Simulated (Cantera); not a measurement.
Charge: 1 mol Nb, 3 mol O2, 3.1 mol N2, held at 1125 K and 28.0 Pa.

Cantera equilibrium calculation (NASA polynomials, part measured and part estimated; ideal gas, pure solids and liquids). Candidate condensed phases: Nb, NbO, NbO2, Nb2O5; 12 gas species. Condensed phases not in the tables: the oxides between NbO2 and Nb2O5. Equilibrium is a limit: real reactors are often held back by kinetics, nucleation or transport.

Base state: N2 0.639, O2 0.361, NO 0.000125 (mole fractions); condensed: Nb2O5(s).

Task: What changes in the equilibrium state with this change: temperature from 1125 K to 2248.15 K?

Result: 
| species | before | after |
|---|---|---|
| N2 | 0.639 | 0.528 |
| O2 | 0.361 | 0.261 |
| O | 1.66e-7 | 0.111 |
| NbO2 | <1e-9 | 0.0871 |
| NO | 0.000125 | 0.0128 |
| NbO | <1e-9 | 1.84e-5 |
| Nb2O5(s), mol | 0.500 | 0 |
| Nb2O5(l), mol | 0 | 0.247 |

Task: What changes in the equilibrium state with this change: Nb replaced by Zr?

Result: 
```tsv
species	before	after
N2	0.639	0.608
O2	0.361	0.392
NO	0.000125	0.000127
Nb2O5(s), mol	0.500	0
ZrO2(monoclinic), mol	0	1.00
```
Further candidate phases: Zr, ZrN, ZrO2.
